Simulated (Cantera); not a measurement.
An isothermal, constant-pressure homogeneous reactor starts with NO : N2 = 1 : 7.3 (molar parts), at 1523 K and 10.00 Torr. Integrator tolerance rtol = 1e-08.

Computed with Cantera and GRI-Mech 3.0 (53 species, 325 reactions). Radical loss at walls, strong at low pressure, is not modelled.

**Question.** What does this change do: temperature 1523 to 2150 K?

**Answer.** 
```csv
quantity,before,after
x(NO) at 1.00 s,0.120 (gas-phase equilibrium 0.000801),0.114 (gas-phase equilibrium 0.00629)
x(O) at 1.00 s,9.44e-7 (gas-phase equilibrium 1.18e-5),0.000963 (gas-phase equilibrium 0.00399)
x(N2) at 1.00 s,0.880 (gas-phase equilibrium 0.939),0.882 (gas-phase equilibrium 0.935)
x(N2O) at 1.00 s,1.87e-6 (gas-phase equilibrium 6.15e-9),5.60e-6 (gas-phase equilibrium 4.41e-8)
x(O2) at 1.00 s,2.97e-7 (gas-phase equilibrium 0.0598),0.00250 (gas-phase equilibrium 0.0550)
```
